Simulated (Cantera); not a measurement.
## Adiabatic ignition

An adiabatic, constant-volume homogeneous reactor starts with CH₄ : O₂ : N₂ = 1 : 5.88 : 22.1 (molar parts), at 1475 K and 9.87 atm.

Detailed kinetics in Cantera: GRI-Mech 3.0 (53 species, 325 reactions).

```json
[
 {"t (s)": "3.00e-6", "T (K)": "1475", "P (bar)": "10.00", "x CH₄": "0.0345", "x O₂": "0.203", "x CO": "1.90e-10", "x N₂O": "4.41e-12", "x NO₂": "<1e-12", "x C₂H₄": "2.50e-11", "x CH₂O": "8.12e-8"},
 {"t (s)": "7.54e-6", "T (K)": "1475", "P (bar)": "10.00", "x CH₄": "0.0345", "x O₂": "0.203", "x CO": "3.57e-9", "x N₂O": "2.36e-11", "x NO₂": "<1e-12", "x C₂H₄": "6.08e-10", "x CH₂O": "6.15e-7"},
 {"t (s)": "1.89e-5", "T (K)": "1475", "P (bar)": "10.00", "x CH₄": "0.0345", "x O₂": "0.203", "x CO": "9.27e-8", "x N₂O": "1.36e-10", "x NO₂": "<1e-12", "x C₂H₄": "2.12e-8", "x CH₂O": "5.80e-6"},
 {"t (s)": "4.75e-5", "T (K)": "1476", "P (bar)": "10.0", "x CH₄": "0.0343", "x O₂": "0.203", "x CO": "4.91e-6", "x N₂O": "8.93e-10", "x NO₂": "<1e-12", "x C₂H₄": "1.32e-6", "x CH₂O": "7.43e-5"},
 {"t (s)": "0.000119", "T (K)": "1493", "P (bar)": "10.1", "x CH₄": "0.0319", "x O₂": "0.201", "x CO": "0.000483", "x N₂O": "1.07e-8", "x NO₂": "1.49e-12", "x C₂H₄": "0.000101", "x CH₂O": "0.000916"},
 {"t (s)": "0.000300", "T (K)": "2382", "P (bar)": "16.2", "x CH₄": "<1e-12", "x O₂": "0.133", "x CO": "0.000447", "x N₂O": "2.98e-6", "x NO₂": "6.80e-7", "x C₂H₄": "<1e-12", "x CH₂O": "<1e-12"},
 {"t (s)": "0.000754", "T (K)": "2381", "P (bar)": "16.2", "x CH₄": "<1e-12", "x O₂": "0.132", "x CO": "0.000444", "x N₂O": "2.97e-6", "x NO₂": "2.62e-6", "x C₂H₄": "<1e-12", "x CH₂O": "<1e-12"},
 {"t (s)": "0.00189", "T (K)": "2377", "P (bar)": "16.1", "x CH₄": "<1e-12", "x O₂": "0.132", "x CO": "0.000436", "x N₂O": "2.94e-6", "x NO₂": "7.14e-6", "x C₂H₄": "<1e-12", "x CH₂O": "<1e-12"},
 {"t (s)": "0.00475", "T (K)": "2369", "P (bar)": "16.1", "x CH₄": "<1e-12", "x O₂": "0.130", "x CO": "0.000420", "x N₂O": "2.91e-6", "x NO₂": "1.65e-5", "x C₂H₄": "<1e-12", "x CH₂O": "<1e-12"},
 {"t (s)": "0.0119", "T (K)": "2358", "P (bar)": "16.0", "x CH₄": "<1e-12", "x O₂": "0.128", "x CO": "0.000396", "x N₂O": "2.87e-6", "x NO₂": "3.06e-5", "x C₂H₄": "<1e-12", "x CH₂O": "<1e-12"},
 {"t (s)": "0.0300", "T (K)": "2349", "P (bar)": "15.9", "x CH₄": "<1e-12", "x O₂": "0.127", "x CO": "0.000380", "x N₂O": "2.86e-6", "x NO₂": "4.10e-5", "x C₂H₄": "<1e-12", "x CH₂O": "<1e-12"},
 {"t (s)": "0.0754", "T (K)": "2348", "P (bar)": "15.9", "x CH₄": "<1e-12", "x O₂": "0.126", "x CO": "0.000377", "x N₂O": "2.85e-6", "x NO₂": "4.29e-5", "x C₂H₄": "<1e-12", "x CH₂O": "<1e-12"},
 {"t (s)": "0.189", "T (K)": "2348", "P (bar)": "15.9", "x CH₄": "<1e-12", "x O₂": "0.126", "x CO": "0.000377", "x N₂O": "2.85e-6", "x NO₂": "4.29e-5", "x C₂H₄": "<1e-12", "x CH₂O": "<1e-12"},
 {"t (s)": "0.475", "T (K)": "2348", "P (bar)": "15.9", "x CH₄": "<1e-12", "x O₂": "0.126", "x CO": "0.000377", "x N₂O": "2.85e-6", "x NO₂": "4.29e-5", "x C₂H₄": "<1e-12", "x CH₂O": "<1e-12"},
 {"t (s)": "1.19", "T (K)": "2348", "P (bar)": "15.9", "x CH₄": "<1e-12", "x O₂": "0.126", "x CO": "0.000377", "x N₂O": "2.85e-6", "x NO₂": "4.29e-5", "x C₂H₄": "<1e-12", "x CH₂O": "<1e-12"},
 {"t (s)": "3.00", "T (K)": "2348", "P (bar)": "15.9", "x CH₄": "<1e-12", "x O₂": "0.126", "x CO": "0.000377", "x N₂O": "2.85e-6", "x NO₂": "4.29e-5", "x C₂H₄": "<1e-12", "x CH₂O": "<1e-12"}
]
```
x: mole fraction; the columns are a selection and need not sum to one.

```
Quantity                                                               Value
---------------------------------  -----------------------------------------
time of steepest temperature rise                                   0.159 ms
temperature at 3.00 s                                                 2348 K
equilibrium temperature                                               2348 K
x(CH₄) at 3.00 s                       <1e-12 (gas-phase equilibrium <1e-12)
x(O₂) at 3.00 s                          0.126 (gas-phase equilibrium 0.126)
x(CO) at 3.00 s                    0.000377 (gas-phase equilibrium 0.000377)
```
